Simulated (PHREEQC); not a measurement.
Make-up at 20 °C: 110 mmol/kgw KH2PO4 and 0.52 mmol/kgw Na2B4O7. Closed to the air; pH follows from the charge balance.

Model: ion-association model, phreeqc.dat, run in PHREEQC.

No solid was allowed to form.

What pH does the model give?

pH 4.90.

In which forms is P present?

H2PO4- 99 %, HPO4-2 1.0 % of the P.

Complexes and solids missing from the database can't appear.
